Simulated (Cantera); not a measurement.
Adiabatic ignition

An adiabatic, constant-volume homogeneous reactor starts with CO : H2 : O2 : N2 = 1 : 0.049 : 0.82 : 8.2 (molar parts), at 1125 K and 1.01 bar.

Computed with Cantera and GRI-Mech 3.0 (53 species, 325 reactions).

```
t (s)     T (K)  P (bar)     x CO      x H2    x O2      x NO     x CO2
--------  -----  -------  -------  --------  ------  --------  --------
4.00e-6    1125     1.01   0.0993   0.00487  0.0814    <1e-12  4.63e-10
9.72e-6    1125     1.01   0.0993   0.00487  0.0814    <1e-12   1.19e-9
2.36e-5    1125     1.01   0.0993   0.00487  0.0814    <1e-12   3.56e-9
5.74e-5    1125     1.01   0.0993   0.00487  0.0814    <1e-12   1.68e-8
0.000139   1125     1.01   0.0993   0.00487  0.0814    <1e-12   2.80e-7
0.000339   1126     1.01   0.0991   0.00476  0.0812  4.84e-11  0.000178
0.000823   1610     1.42   0.0452  0.000266  0.0481   1.06e-5    0.0565
0.00200    2008     1.73   0.0132  0.000123  0.0359   8.26e-5    0.0907
0.00486    2098     1.80  0.00533   4.86e-5  0.0329  0.000176    0.0991
0.0118     2130     1.82  0.00237   2.19e-5  0.0317  0.000290     0.102
0.0287     2137     1.83  0.00170   1.59e-5  0.0313  0.000454     0.103
0.0697     2136     1.83  0.00166   1.56e-5  0.0311  0.000792     0.103
0.169      2134     1.82  0.00165   1.55e-5  0.0308   0.00150     0.103
0.412      2131     1.82  0.00163   1.53e-5  0.0302   0.00267     0.103
1.00       2128     1.82  0.00161   1.52e-5  0.0296   0.00380     0.103
```
x: mole fraction; the columns are a selection and need not sum to one.

* **time of steepest temperature rise**: 0.767 ms
* **temperature at 1.00 s**: 2128 K
* **equilibrium temperature**: 2127 K
* **x(CO) at 1.00 s**: 0.00161 (gas-phase equilibrium 0.00160)
* **x(H2) at 1.00 s**: 1.52e-5 (gas-phase equilibrium 1.51e-5)
* **x(O2) at 1.00 s**: 0.0296 (gas-phase equilibrium 0.0294)
